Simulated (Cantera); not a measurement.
An adiabatic, constant-pressure homogeneous reactor starts with CH4 : O2 : N2 = 1 : 0.87 : 3.27 (molar parts), equivalence ratio 2.3, at 1350 K and 1.00 bar.

Detailed kinetics in Cantera: GRI-Mech 3.0 (53 species, 325 reactions).

### Question
Predict: time of steepest temperature rise; temperature at 0.200 s; equilibrium temperature; x(O2) at 0.200 s; x(O) at 0.200 s.

### Answer
```
Item                                                                Result
---------------------------------  ---------------------------------------
time of steepest temperature rise                                  9.92 ms
temperature at 0.200 s                                              2239 K
equilibrium temperature                                             2239 K
x(O2) at 0.200 s                   5.15e-7 (gas-phase equilibrium 5.15e-7)
x(O) at 0.200 s                    2.49e-6 (gas-phase equilibrium 2.49e-6)
```
